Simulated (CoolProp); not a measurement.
Computed with CoolProp (reference Helmholtz-energy equation of state, Leachman 2009).

For normal hydrogen, give the phase and the cp (kJ/(kg K)), viscosity (µPa s) at 56.6 K and 1.01 bar; 152.2 K and 1.01 bar.


- 56.6 K and 1.01 bar: gas; cp 10.5, viscosity 2.66
- 152.2 K and 1.01 bar: gas; cp 12.7, viscosity 5.57

Viscosity comes from a separate model (Muzny 2013).
